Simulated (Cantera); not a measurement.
# Adiabatic ignition

An adiabatic, constant-volume homogeneous reactor starts with C₃H₈ : O₂ : N₂ = 1 : 8.2 : 30.8 (molar parts), at 1675 K and 0.987 atm.

Cantera simulation using GRI-Mech 3.0 (53 species, 325 reactions); the numbers are that mechanism's predictions, not measurements. GRI-Mech 3.0 was tuned for natural gas; its chemistry of propane as a main component is partial and can be far from experiment.

```
t (s)     T (K)  P (bar)  x C₃H₈    x O₂    x C₂H₂   x CH₂CO    x CH₂
--------  -----  -------  ------  ------  --------  --------  -------
9.00e-6    1658     1.00  0.0151   0.198   7.81e-5  0.000223  8.54e-6
2.45e-5    2404     1.55  <1e-12  0.0885  1.15e-10   1.06e-7  3.04e-9
6.65e-5    2636     1.68  <1e-12  0.0793    <1e-12    <1e-12   <1e-12
0.000181   2795     1.76  <1e-12  0.0778    <1e-12    <1e-12   <1e-12
0.000492   2800     1.76  <1e-12  0.0754    <1e-12    <1e-12   <1e-12
0.00134    2790     1.75  <1e-12  0.0718    <1e-12    <1e-12   <1e-12
0.00364    2785     1.75  <1e-12  0.0700    <1e-12    <1e-12   <1e-12
0.00989    2785     1.75  <1e-12  0.0699    <1e-12    <1e-12   <1e-12
0.0269     2785     1.75  <1e-12  0.0699    <1e-12    <1e-12   <1e-12
0.0732     2785     1.75  <1e-12  0.0699    <1e-12    <1e-12   <1e-12
0.199      2785     1.75  <1e-12  0.0699    <1e-12    <1e-12   <1e-12
0.541      2785     1.75  <1e-12  0.0699    <1e-12    <1e-12   <1e-12
1.47       2785     1.75  <1e-12  0.0699    <1e-12    <1e-12   <1e-12
4.00       2785     1.75  <1e-12  0.0699    <1e-12    <1e-12   <1e-12
```
x: mole fraction; the columns are a selection and need not sum to one.

The time of steepest temperature rise comes out as 20.2 µs. The temperature at 4.00 s is 2785 K, the equilibrium temperature comes out as 2785 K and the x(C₃H₈) at 4.00 s is <1e-12 (gas-phase equilibrium <1e-12). The x(O₂) at 4.00 s is 0.0699 (gas-phase equilibrium 0.0699). The x(C₂H₂) at 4.00 s comes out as <1e-12 (gas-phase equilibrium <1e-12).
